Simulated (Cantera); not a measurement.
A Cantera script and what it prints.

```python
import numpy as np
import cantera as ct

gas_names = """
    B BH BH2 BH3 BN B2 H H2 N NH NH2 NH3 N2 N2H2 N2H4
""".split()
cond_names = """
    B(b) B(L) BN(s)
""".split()


# ... load() reads the species with a 1 bar reference pressure and builds the phases ...
atoms = {
    'BN': {'B': 1, 'N': 1},
    'H2': {'H': 2},
}
top_T = {'BN(s)': 3200}  # K; cautious upper limits of use, not melting points


# ... equilibrate(T, P, feed) seeds the gas with the atoms and calls Mixture.equilibrate('TP', solver="vcs", rtol=1e-11, max_steps=5000) ...
results = []
feed = {'BN': 1, 'H2': 4.2}  # mol
P = 800  # Pa
for T in [1198, 1298, 1398, 1498, 1598, 1698, 1798, 1898, 1998, 2098]:
    mix = equilibrate(T, P, feed)
    results.append((T, P, feed, dict(zip(mix.species_names, mix.species_moles))))

top = {s: max(r[3][s] / sum(r[3][g] for g in gas_names) for r in results) for s in gas_names}
cols = sorted((s for s in top if top[s] > 0.0001), key=lambda s: -top[s])[:8]
seen = [c for c in cond_names if any(r[3].get(c, 0) > 1e-12 for r in results)]
print("log10 of partial pressures in bar; condensed amounts in mol")
print(f"{'T/K':>10s}" + "".join(f"{s[:9]:>10s}" for s in cols + seen))
for T, P, feed, n in results:
    ng = sum(n[g] for g in gas_names)
    print(f"{T:10.4g}" + "".join(f"{np.log10(max(n[s] / ng * P / 1e5, 1e-99)):10.3f}" for s in cols)
          + "".join(f"{n.get(c, 0):10.4g}" for c in seen))
```

Output:

```
log10 of partial pressures in bar; condensed amounts in mol
       T/K        H2        N2         H       BH2      B(b)     BN(s)
      1198    -2.097   -10.187    -7.769   -10.043         0         1
      1298    -2.097    -9.241    -7.018    -9.019         0         1
      1398    -2.097    -8.413    -6.373    -8.154         0         1
      1498    -2.097    -7.688    -5.813    -7.410         0         1
      1598    -2.097    -7.050    -5.322    -6.763         0    0.9999
      1698    -2.098    -6.239    -4.889    -6.319 0.0003485    0.9994
      1798    -2.099    -5.387    -4.503    -5.991  0.003768    0.9957
      1898    -2.102    -4.626    -4.158    -5.700   0.02393     0.975
      1998    -2.111    -3.942    -3.850    -5.446    0.1208    0.8772
      2098    -2.139    -3.324    -3.581    -5.236    0.5352    0.4611
```

Equilibrium computed with Cantera from the NASA thermochemical tables; the gas is ideal and each condensed phase is pure. Mutual solubility and eutectic melting of coexisting phases are not modelled. The tables' values for BH2 are old estimates; treat these amounts as uncertain.
